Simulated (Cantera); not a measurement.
# Reactions in the system H-Na-O

Cantera with NASA thermochemical tables; ideal gases at 1 bar, condensed phases pure. Values are per mole of reaction as written; species without (g) are pure solids or liquids, kept so even where they would boil at 1 bar.

H(g) + NaOH(g) ⇌ H₂O(g) + Na(g)

| T (K) | ΔH° (kJ) | ΔS° (J/K) | ΔG° (kJ) | log10 K |
|---|---|---|---|---|
| 300 | -154.8 | -0.7 | -154.6 | 26.91 |
| 875 | -163.9 | -17.8 | -148.4 | 8.86 |
| 1025 | -166.0 | -19.9 | -145.5 | 7.42 |
| 1175 | -167.8 | -21.6 | -142.4 | 6.33 |
| 1325 | -169.5 | -23.0 | -139.1 | 5.48 |
| 1475 | -171.1 | -24.1 | -135.5 | 4.80 |
| 1625 | -172.5 | -25.0 | -131.8 | 4.24 |
| 1775 | -173.8 | -25.8 | -128.0 | 3.77 |
| 1925 | -174.9 | -26.4 | -124.1 | 3.37 |
| 2075 | -176.0 | -26.9 | -120.1 | 3.02 |
| 2225 | -177.0 | -27.4 | -116.0 | 2.72 |
| 2375 | -177.8 | -27.8 | -111.9 | 2.46 |
